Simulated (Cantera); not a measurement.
An isothermal, constant-pressure homogeneous reactor starts with 3.33 % NH3, 96.7 % H2, at 2375 K and 1.01 bar.

Cantera simulation using the gas-phase N/H chemistry of the illustrative SiF4/NH3 mechanism in the Surface Chemkin manual (1991); the numbers are that mechanism's predictions, not measurements. Walls and surfaces, which speed up NH3 decomposition in real reactors, are not modelled.

x: mole fraction; the columns are a selection and need not sum to one.

```tsv
t (s)	x NH3	x H2	x N2	x N2H4	x N	x N2H2	x NH2
3.00e-5	0.0332	0.966	4.00e-7	3.09e-10	5.07e-8	4.59e-9	9.16e-5
9.36e-5	0.0329	0.964	3.21e-5	2.70e-9	1.34e-6	8.62e-8	0.000271
0.000292	0.0302	0.963	0.00121	9.32e-9	1.02e-5	5.20e-7	0.000503
0.000912	0.0191	0.968	0.00664	5.59e-9	1.20e-5	3.67e-7	0.000390
0.00285	___	0.972	___	6.65e-10	___	___	___
0.00888	0.000323	0.970	0.0159	8.05e-12	2.34e-6	1.00e-9	1.48e-5
0.0277	7.04e-5	0.970	0.0160	<1e-12	5.19e-7	4.86e-11	3.24e-6
0.0865	2.04e-5	0.970	0.0160	<1e-12	1.51e-7	4.39e-12	9.42e-7
0.270	6.45e-6	0.970	0.0160	<1e-12	4.76e-8	<1e-12	2.97e-7
0.843	___	0.970	0.0160	<1e-12	___	<1e-12	___
2.63	1.50e-6	0.970	0.0160	<1e-12	1.10e-8	<1e-12	6.90e-8
8.21	1.47e-6	0.970	0.0160	<1e-12	1.08e-8	<1e-12	6.76e-8
25.6	1.47e-6	0.970	0.0160	<1e-12	1.08e-8	<1e-12	6.76e-8
80.0	1.47e-6	0.970	0.0160	<1e-12	1.08e-8	<1e-12	6.76e-8
```

Complete the blanks.


- 0.00285, x NH3: 0.00409
- 0.00285, x N2: 0.0140
- 0.00285, x N: 1.09e-5
- 0.00285, x N2H2: 6.40e-8
- 0.00285, x NH2: 0.000135
- 0.843, x NH3: 2.36e-6
- 0.843, x N: 1.74e-8
- 0.843, x NH2: 1.09e-7
